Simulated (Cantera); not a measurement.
**Adiabatic ignition**

An adiabatic, constant-pressure homogeneous reactor starts with 10.1 % CH₃OH, 18.9 % O₂, 71.0 % N₂, equivalence ratio 0.80, at 1750 K and 9.40 bar.

Cantera simulation using GRI-Mech 3.0 (53 species, 325 reactions); the numbers are that mechanism's predictions, not measurements. GRI-Mech 3.0 was tuned for natural gas; its chemistry of methanol as a main component is partial and can be far from experiment.

```csv
t (s),T (K),x CH₃OH,x O₂,x CH₃,x C₂H₄,x C₂H,x C₂H₆
2.00e-6,1762,0.0912,0.184,5.90e-5,1.12e-6,<1e-12,1.94e-6
5.52e-6,2314,9.43e-8,0.0756,7.68e-6,1.25e-8,2.21e-9,4.14e-11
1.53e-5,2906,<1e-12,0.0449,<1e-12,<1e-12,<1e-12,<1e-12
4.21e-5,2912,<1e-12,0.0436,<1e-12,<1e-12,<1e-12,<1e-12
0.000116,2906,<1e-12,0.0416,<1e-12,<1e-12,<1e-12,<1e-12
0.000321,2898,<1e-12,0.0388,<1e-12,<1e-12,<1e-12,<1e-12
0.000887,2895,<1e-12,0.0378,<1e-12,<1e-12,<1e-12,<1e-12
0.00245,2895,<1e-12,0.0378,<1e-12,<1e-12,<1e-12,<1e-12
0.00676,2895,<1e-12,0.0378,<1e-12,<1e-12,<1e-12,<1e-12
0.0187,2895,<1e-12,0.0378,<1e-12,<1e-12,<1e-12,<1e-12
0.0516,2895,<1e-12,0.0378,<1e-12,<1e-12,<1e-12,<1e-12
0.142,2895,<1e-12,0.0378,<1e-12,<1e-12,<1e-12,<1e-12
0.393,2895,<1e-12,0.0378,<1e-12,<1e-12,<1e-12,<1e-12
1.09,2895,<1e-12,0.0378,<1e-12,<1e-12,<1e-12,<1e-12
3.00,2895,<1e-12,0.0378,<1e-12,<1e-12,<1e-12,<1e-12
```
x: mole fraction; the columns are a selection and need not sum to one.

```
Property                                                           Value
---------------------------------  -------------------------------------
time of steepest temperature rise                                5.21 µs
temperature at 3.00 s                                             2895 K
equilibrium temperature                                           2895 K
x(CH₃OH) at 3.00 s                 <1e-12 (gas-phase equilibrium <1e-12)
x(O₂) at 3.00 s                    0.0378 (gas-phase equilibrium 0.0378)
x(CH₃) at 3.00 s                   <1e-12 (gas-phase equilibrium <1e-12)
```
